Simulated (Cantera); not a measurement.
Charge: 1 mol Ti(OiPr)4, 3.4 mol H2O, at 2173.15 K and 3.10 mbar.

Equilibrium computed with Cantera from the NASA thermochemical tables; the gas is ideal and each condensed phase is pure. Candidate condensed phases: C, C6H6, C7H8, C8H18, H2O, Ti, TiC, TiO, TiO2, Ti2O3, Ti3O5, Ti4O7; 113 gas species. The feed counts by its element totals alone. TiC: taken at fixed stoichiometry. The numbers say what is thermodynamically allowed, not how fast it happens.

Base state: H2 0.641, CO 0.288, H 0.0695, C2H2 (acetylene) 0.00142 (mole fractions); condensed: C(graphite) + TiC(s).

**Question.** What changes in the equilibrium state with this change: temperature from 2173.15 K to 1525 K?

**Answer.** 
```tsv
species	before	after
H2	0.641	0.701
CO	0.288	0.298
H	0.0695	0.000356
C2H2 (acetylene)	0.00142	8.48e-6
C(graphite), mol	3.53	3.60
TiC(s), mol	1.000	1.00
```
